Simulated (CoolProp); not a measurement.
Aqueous ammonia as a coolant, 27 % by mass, freezing at -65.5 °C, 1 atm.

Values from CoolProp's Melinder's fits for secondary coolants.

| T (°C) | density (kg/m³) | cp (kJ/(kg K)) | viscosity (mPa s) | Prandtl number |
|---|---|---|---|---|
| -6.7 | 915.7 | 4.252 | 2.77 | 28.8 |
| -2.1 | … | 4.247 | 2.38 | 24.2 |
| 2.5 | 910.8 | 4.243 | 2.06 | 20.5 |
| 7 | 908.4 | 4.239 | 1.80 | 17.6 |
| 11.6 | 905.7 | 4.236 | 1.58 | 15.2 |
| 16.2 | 903.0 | 4.233 | 1.40 | … |
| 20.8 | 900.2 | 4.229 | 1.24 | 11.5 |
| 25.3 | 897.5 | 4.226 | 1.10 | 10.0 |
| 29.9 | 894.5 | 4.222 | … | 8.78 |

**Question.** Fill in the missing entries.

**Answer.** 
- -2.1, density (kg/m³): 913.3
- 16.2, Prandtl number: 13.2
- 29.9, viscosity (mPa s): 0.981
